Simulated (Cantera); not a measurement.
What does this Cantera script print?

```python
import numpy as np
import cantera as ct

gas_names = """
    C CH CH2 CH3 CH2OH CH3O CH4 CH3OH CO CO2 COOH C2 C2H CHCO,ketyl C2H2,acetylene C2H2,vinylidene
    CH2CO,ketene C2H3,vinyl CH3CO,acetyl C2H4 C2H4O,ethylen CH3CHO,ethanal CH3COOH (HCOOH)2 C2H5 C2H6
    CH3OCH3 C2H5OH C2O C3 C3H3,propargyl C3H4,allene C3H4,propyne C3H4,cyclo- C3H5,allyl C3H6,propylene
    C3H6,cyclo- C3H6O C3H7,n-propyl C3H7,i-propyl C3H8 C3H8O,1propanol C3H8O,2propanol C3O2 C4 C4H2
    C4H4,1,3-cyclo- C4H6,butadiene C4H6,2-butyne C4H6,cyclo- C4H8,1-butene C4H8,cis2-buten
    C4H8,tr2-butene C4H8,isobutene C4H8,cyclo- (CH3COOH)2 C4H9,n-butyl C4H9,i-butyl C4H9,s-butyl
    C4H9,t-butyl C4H10,isobutane C4H10,n-butane C5 C5H6,1,3cyclo- C5H8,cyclo- C5H10,1-pentene
    C5H10,cyclo- C5H11,pentyl C5H11,t-pentyl C5H12,n-pentane C5H12,i-pentane CH3C(CH3)2CH3 C6H2
    C6H5,phenyl C6H5O,phenoxy C6H6 C6H5OH,phenol C6H10,cyclo- C6H12,1-hexene C6H12,cyclo- C6H13,n-hexyl
    C7H7,benzyl C7H8 C7H8O,cresol C7H14,1-heptene C7H15,n-heptyl C7H16,n-heptane C8H8,styrene
    C8H10,ethylbenz C8H16,1-octene C8H17,n-octyl C8H18,isooctane C8H18,n-octane C9H19,n-nonyl
    C10H8,naphthale C10H21,n-decyl C12H9,o-bipheny C12H10,bipheny H HCO HO2 H2 HCHO,formaldehy HCOOH H2O
    H2O2 O OH O2 O3 Pb PbO Pb2
""".split()
cond_names = """
    C(gr) C6H6(L) C7H8(L) C8H18(L),n-octa H2O(s) H2O(L) Pb(cr) Pb(L) PbO(rd) PbO(yw) PbO(L) PbO2(s)
    Pb3O4(s)
""".split()


def load(file, names, dense=False):
    # The tables refer to 1 bar. Condensed volumes are neglected.
    table = {s.name: s for s in ct.Species.list_from_file(file)}
    out = []
    for n in names:
        d = dict(table[n].input_data)
        d["thermo"] = dict(d["thermo"], **{"reference-pressure": 1e5})
        if dense:
            d["equation-of-state"] = {"model": "constant-volume", "density": "1e6 g/cm^3"}
        out.append(ct.Species.from_dict(d))
    return out


gas = ct.Solution(thermo="ideal-gas", species=load("nasa_gas.yaml", gas_names))
cond = {s.name: ct.Solution(thermo="fixed-stoichiometry", species=[s], name=s.name)
        for s in load("nasa_condensed.yaml", cond_names, dense=True)}
atoms = {
    'PbO': {'Pb': 1, 'O': 1},
    'CO': {'C': 1, 'O': 1},
    'H2': {'H': 2},
}
top_T = {'C(gr)': 4500, 'Pb3O4(s)': 820}  # K; cautious upper limits of use, not melting points


def equilibrate(T, P, feed):
    n = {}
    for name, mol in feed.items():
        for a, k in atoms[name].items():
            n[a] = n.get(a, 0.0) + k * mol
    gas.TPX = T, P, n
    mass = sum(n.values()) * gas.mean_molecular_weight
    gas.equilibrate("TP")
    valid = [c for c in cond.values() if c.min_temp <= T <= top_T.get(c.name, c.max_temp)]
    mix = ct.Mixture([(gas, mass / gas.mean_molecular_weight)] + [(c, 0.0) for c in valid])
    mix.T, mix.P = T, P
    mix.equilibrate("TP", solver="vcs", rtol=1e-11, max_steps=5000)
    return mix


results = []
T = 1150  # K
P = 97000  # Pa
for m in [0.26, 0.33, 0.4, 0.46, 0.53, 0.6, 0.67, 0.73, 0.8, 0.87, 0.94, 1, 1.1]:
    feed = {'PbO': 1, 'CO': m, 'H2': 0.12}  # mol
    mix = equilibrate(T, P, feed)
    results.append((T, P, feed, dict(zip(mix.species_names, mix.species_moles))))

top = {s: max(r[3][s] / sum(r[3][g] for g in gas_names) for r in results) for s in gas_names}
cols = sorted((s for s in top if top[s] > 0.0001), key=lambda s: -top[s])[:9]
seen = [c for c in cond_names if any(r[3].get(c, 0) > 1e-12 for r in results)]
print("log10 of partial pressures in bar; condensed amounts in mol")
print(f"{'n(CO)':>10s}" + "".join(f"{s[:9]:>10s}" for s in cols + seen))
for T, P, feed, n in results:
    ng = sum(n[g] for g in gas_names)
    print(f"{feed['CO']:10.4g}" + "".join(f"{np.log10(max(n[s] / ng * P / 1e5, 1e-99)):10.3f}" for s in cols)
          + "".join(f"{n.get(c, 0):10.4g}" for c in seen))
```

It prints:

```
log10 of partial pressures in bar; condensed amounts in mol
     n(CO)       CO2       H2O        CO        H2        Pb     Pb(L)   PbO(yw)
      0.26    -0.178    -0.514    -3.722    -4.133    -3.538    0.3798    0.6201
      0.33    -0.148    -0.588    -3.692    -4.206    -3.538    0.4497    0.5501
       0.4    -0.127    -0.650    -3.671    -4.269    -3.538    0.5197    0.4801
      0.46    -0.114    -0.698    -3.658    -4.317    -3.538    0.5797    0.4201
      0.53    -0.102    -0.747    -3.646    -4.366    -3.538    0.6496    0.3502
       0.6    -0.093    -0.792    -3.637    -4.411    -3.538    0.7196    0.2802
      0.67    -0.085    -0.832    -3.629    -4.451    -3.538    0.7895    0.2102
      0.73    -0.080    -0.864    -3.623    -4.483    -3.538    0.8495    0.1502
       0.8    -0.074    -0.898    -3.618    -4.517    -3.538    0.9195   0.08024
      0.87    -0.070    -0.930    -3.613    -4.549    -3.538    0.9894   0.01025
      0.94    -0.091    -0.981    -1.305    -2.270    -3.538    0.9997         0
         1    -0.113    -1.026    -1.026    -2.014    -3.538    0.9997         0
       1.1    -0.146    -1.095    -0.797    -1.821    -3.538    0.9996         0
```

Equilibrium computed with Cantera from the NASA thermochemical tables; the gas is ideal and each condensed phase is pure. Mutual solubility and eutectic melting of coexisting phases are not modelled.
